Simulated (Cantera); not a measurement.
Cantera run, input and output.

```python
import numpy as np
import cantera as ct

gas = ct.Solution("gri30.yaml")
gas.TPX = 2175, 500000, {'CH4': 1, 'H2O': 4.5, 'H2': 0.057}
inlet = ct.Reservoir(gas, clone=True)

reactor = ct.IdealGasConstPressureReactor(gas, energy="off", clone=False)
exhaust = ct.Reservoir(gas, clone=True)
tau = [9.1, 3.4, 1.3, 0.5, 0.19, 0.071, 0.027, 0.01, 0.0039][0]
for a, b in ((inlet, reactor), (reactor, exhaust)):
    ct.MassFlowController(a, b, mdot=lambda t: reactor.mass / tau)
net = ct.ReactorNet([reactor])
show = ['CH4', 'H2O', 'H2', 'CH3', 'CO']

rows = []
print(f"{'tau/s':>10s}{'T/K':>9s}" + "".join(f"{s:>11s}" for s in show))
for tau in [9.1, 3.4, 1.3, 0.5, 0.19, 0.071, 0.027, 0.01, 0.0039]:
    net.initial_time = 0.0
    net.advance(30 * tau)
    before = gas.X
    net.advance(40 * tau)
    drift = np.max(np.abs(gas.X - before) / (gas.X + 1e-9))
    rows.append([gas.T, *gas[show].X, drift])
    print(f"{tau:10.3e}{gas.T:9.1f}" + "".join(f"{x:11.3e}" for x in gas[show].X))
```

It prints:

```
     tau/s      T/K        CH4        H2O         H2        CH3         CO
 9.100e+00   2175.0  5.251e-06  4.406e-01  4.255e-01  3.370e-07  1.102e-01
 3.400e+00   2175.0  1.406e-05  4.406e-01  4.255e-01  9.016e-07  1.102e-01
 1.300e+00   2175.0  3.686e-05  4.407e-01  4.255e-01  2.359e-06  1.102e-01
 5.000e-01   2175.0  9.619e-05  4.408e-01  4.253e-01  6.133e-06  1.102e-01
 1.900e-01   2175.0  2.530e-04  4.411e-01  4.250e-01  1.605e-05  1.100e-01
 7.100e-02   2175.0  6.626e-04  4.420e-01  4.240e-01  4.185e-05  1.097e-01
 2.700e-02   2175.0  1.624e-03  4.443e-01  4.215e-01  1.025e-04  1.087e-01
 1.000e-02   2175.0  3.732e-03  4.506e-01  4.152e-01  2.370e-04  1.059e-01
 3.900e-03   2175.0  7.340e-03  4.646e-01  4.018e-01  4.730e-04  9.955e-02
```

Detailed kinetics in Cantera: GRI-Mech 3.0 (53 species, 325 reactions).
